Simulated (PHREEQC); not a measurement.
Synthetic water in mmol/kgw, 25 °C, pH 6.78, pe 0.9:

```
constituent           mmol/kgw
--------------------  --------
Na                       0.094
K                       0.0513
Ca                       0.192
Mg                      0.0521
Cl                       0.127
S(6)                    0.0494
Alkalinity (meq/kgw)     0.394
Br                    0.000543
Fe(2)                 0.000149
F                     8.72e-05
Li                    0.000705
N(-3)                 0.000377
```

Valence states are taken as typed.

Model: ion-association model, phreeqc.dat, run in PHREEQC.

```
Quantity                         Value
--------------------  ----------------
ionic strength        0.000913 mol/kgw
charge-balance error             1.2 %
```

| species | molality | activity | log γ |
|---|---|---|---|
| HCO3- | 0.000393 | 0.000380 | -0.015 |
| Ca+2 | 0.000190 | 0.000166 | -0.059 |
| CO2 | 0.000142 | 0.000142 | 0.000 |
| Cl- | 0.000127 | 0.000123 | -0.015 |
| Na+ | 9.40e-5 | 9.08e-5 | -0.015 |
| Mg+2 | 5.14e-5 | 4.50e-5 | -0.058 |
| K+ | 5.13e-5 | 4.96e-5 | -0.015 |
| SO4-2 | 4.77e-5 | 4.17e-5 | -0.059 |
| CaSO4 | 1.23e-6 | 1.23e-6 | 0.000 |
| CaHCO3+ | 8.31e-7 | 8.04e-7 | -0.015 |
| Li+ | 7.05e-7 | 6.82e-7 | -0.015 |
| Br- | 5.43e-7 | 5.25e-7 | -0.015 |
| MgSO4 | 4.39e-7 | 4.39e-7 | 0.000 |
| NH4+ | 3.76e-7 | 3.63e-7 | -0.015 |
| MgHCO3+ | 2.07e-7 | 2.00e-7 | -0.015 |
| H+ | 1.71e-7 | 1.66e-7 | -0.014 |

No solid was allowed to form. Species that the database lacks are ignored. Fluoro complexes past AlF4- and FeF3 are missing from the database.
